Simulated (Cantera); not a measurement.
Charge: 1 mol N2O, 1.1 mol O2, 0.088 mol H2O, held at 1825 K and 10000 Pa.

Method: chemical equilibrium by Gibbs-energy minimisation in Cantera with the NASA 1993 tables (ideal gas, pure condensed phases). Equilibrium is a limit: real reactors are often held back by kinetics, nucleation or transport.

```
species    before     after
-------  --------  --------
H2O        0.0322     0.585
O2          0.592     0.252
N2          0.369     0.157
H2        8.97e-6  0.000250
H         4.17e-6   2.20e-5
OH        0.00105   0.00360
NO        0.00519   0.00221
O        0.000374  0.000244
```
Gas species are given as mole fractions.

**Question.** Name the change that produced these shifts.
A) temperature from 1825 K to 950 K
B) temperature from 1825 K to 2100 K
C) temperature from 1825 K to 1273 K
D) H2O from 0.088 to 3.7 mol

**Answer.** D, H2O from 0.088 to 3.7 mol
